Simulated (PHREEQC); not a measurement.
Solution (20 °C): 0.018 mol/kgw HF, 0.00044 mol/kgw H2SiF6, 0.066 mol/kgw H3PO4 and 5.4e-05 mol/kgw HNO3. Closed to the air; pH follows from the charge balance.

Computed with PHREEQC (ion-association model, wateq4f.dat).

```csv
quantity,before,after
pH,1.72,3.16
ionic strength (mol/kgw),0.0221,0.000712
H3PO4 (mol/kgw),0.0460,5.62e-5
H2PO4- (mol/kgw),0.0200,0.000604
HF (mol/kgw),0.0157,9.89e-5
H2F2 (mol/kgw),0.000770,3.04e-8
SI of Quartz (SiO2),-3.72,-1.30
```

Question: Which change was made?
A) temperature from 20 to 50 °C
B) diluted 100-fold with water
C) temperature from 20 to 35 °C
D) H3PO4 from 0.066 to 0.0594 mol/kgw

Answer: B, diluted 100-fold with water

No solid was allowed to form. wateq4f.dat counts part of the HF as a dimer, H2F2, which phreeqc.dat doesn't know; its constant is uncertain. H3PO4, which wateq4f.dat lacks, is added to it with the constant of phreeqc.dat. SiF6-2 is the database's only silicon fluoride.
